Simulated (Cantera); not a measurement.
Feed: 1 mol Fe3O4, 15 mol CO, 1.2 mol N2, 3.4 mol CH4, held at 1752 °C.

Equilibrium computed with Cantera from the NASA thermochemical tables; the gas is ideal and each condensed phase is pure. Candidate condensed phases: C, C6H6, C7H8, C8H18, Fe, Fe(CO)5, FeO, Fe(OH)2, Fe(OH)3, Fe2O3, Fe3O4, H2O; 140 gas species. Rates play no part.

Q: Which condensed phases are stable at each of these points (P (Pa)): 10, 42, 180, 750, 3200, 13000, 56000, 240000, 1000000?

A: 
```csv
P (Pa),condensed phases,Fe condensed (%)
10,gas only,0.0
42,gas only,0.0
180,gas only,0.0
750,Fe(l),39.3
3200,Fe(l),86.5
13000,Fe(l),96.7
56000,Fe(l),99.2
240000,Fe(l),99.8
1000000,Fe(l),100.0
```

From 0.000100 bar to 0.00180 bar nothing is condensed. From 0.00750 bar to 10.0 bar the condensed part is Fe(l).
